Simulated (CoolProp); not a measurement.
R142b along the isotherm 266.9 K: Z from the reference equation and from simpler models built on Tc = 410.3 K, pc = 4.055 MPa, ω = 0.232; each cubic takes its own stable root.

The numbers come from the reference Helmholtz-energy equation of state, Lemmon 2006 in CoolProp. It is a short technical equation, of lower accuracy than the large ones.

```json
[
 {"p (MPa)": "0.135", "phase": "liquid", "reference": "0.005154", "van der Waals": "0.9725", "Redlich-Kwong": "0.9615", "Soave-Redlich-Kwong": "0.005708", "Peng-Robinson": "0.005049"},
 {"p (MPa)": "0.27", "phase": "liquid", "reference": "0.01031", "van der Waals": "0.9434", "Redlich-Kwong": "0.01177", "Soave-Redlich-Kwong": "0.01141", "Peng-Robinson": "0.01009"},
 {"p (MPa)": "0.405", "phase": "liquid", "reference": "0.01545", "van der Waals": "0.9124", "Redlich-Kwong": "0.01765", "Soave-Redlich-Kwong": "0.01711", "Peng-Robinson": "0.01514"},
 {"p (MPa)": "0.541", "phase": "liquid", "reference": "0.02064", "van der Waals": "0.8787", "Redlich-Kwong": "0.02356", "Soave-Redlich-Kwong": "0.02284", "Peng-Robinson": "0.02021"},
 {"p (MPa)": "0.676", "phase": "liquid", "reference": "0.02578", "van der Waals": "0.04308", "Redlich-Kwong": "0.02943", "Soave-Redlich-Kwong": "0.02853", "Peng-Robinson": "0.02524"},
 {"p (MPa)": "0.811", "phase": "liquid", "reference": "0.03092", "van der Waals": "0.05162", "Redlich-Kwong": "0.03528", "Soave-Redlich-Kwong": "0.03422", "Peng-Robinson": "0.03027"},
 {"p (MPa)": "0.946", "phase": "liquid", "reference": "0.03606", "van der Waals": "0.06014", "Redlich-Kwong": "0.04113", "Soave-Redlich-Kwong": "0.03990", "Peng-Robinson": "0.03530"},
 {"p (MPa)": "1.08", "phase": "liquid", "reference": "0.04115", "van der Waals": "0.06859", "Redlich-Kwong": "0.04694", "Soave-Redlich-Kwong": "0.04553", "Peng-Robinson": "0.04029"},
 {"p (MPa)": "1.22", "phase": "liquid", "reference": "0.04647", "van der Waals": "0.07739", "Redlich-Kwong": "0.05299", "Soave-Redlich-Kwong": "0.05141", "Peng-Robinson": "0.04549"},
 {"p (MPa)": "1.35", "phase": "liquid", "reference": "0.05141", "van der Waals": "0.08555", "Redlich-Kwong": "0.05860", "Soave-Redlich-Kwong": "0.05686", "Peng-Robinson": "0.05032"},
 {"p (MPa)": "1.49", "phase": "liquid", "reference": "0.05673", "van der Waals": "0.09431", "Redlich-Kwong": "0.06464", "Soave-Redlich-Kwong": "0.06273", "Peng-Robinson": "0.05552"},
 {"p (MPa)": "1.62", "phase": "liquid", "reference": "0.06166", "van der Waals": "0.1024", "Redlich-Kwong": "0.07025", "Soave-Redlich-Kwong": "0.06818", "Peng-Robinson": "0.06035"},
 {"p (MPa)": "1.76", "phase": "liquid", "reference": "0.06697", "van der Waals": "0.1112", "Redlich-Kwong": "0.07627", "Soave-Redlich-Kwong": "0.07404", "Peng-Robinson": "0.06554"},
 {"p (MPa)": "1.89", "phase": "liquid", "reference": "0.07190", "van der Waals": "0.1193", "Redlich-Kwong": "0.08186", "Soave-Redlich-Kwong": "0.07947", "Peng-Robinson": "0.07036"},
 {"p (MPa)": "2.03", "phase": "liquid", "reference": "0.07721", "van der Waals": "0.1280", "Redlich-Kwong": "0.08788", "Soave-Redlich-Kwong": "0.08533", "Peng-Robinson": "0.07554"}
]
```

At some of these states van der Waals, Redlich-Kwong gives the other phase, because its saturation line lies elsewhere.
